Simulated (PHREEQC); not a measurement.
Dissolve 0.22 mol HF, 0.0028 mol NH4F and 5.9e-05 mol H4SiO4 per kg of water at 25 °C. Closed to the air; pH follows from the charge balance.

The numbers come from PHREEQC with the ion-association model, wateq4f.dat.

This is a speciation only: nothing precipitates in the calculation.

Problem. Predict the pH, ionic strength.

Solution. pH 2.00; ionic strength 0.0140 mol/kgw.

Problem. In which forms is F present?

Solution. HF 56 %, H2F2 36 %, F- 4.2 %, HF2- 4.0 % of the F.

wateq4f.dat counts part of the HF as a dimer, H2F2, which phreeqc.dat doesn't know; its constant is uncertain. SiF6-2 is the database's only silicon fluoride.
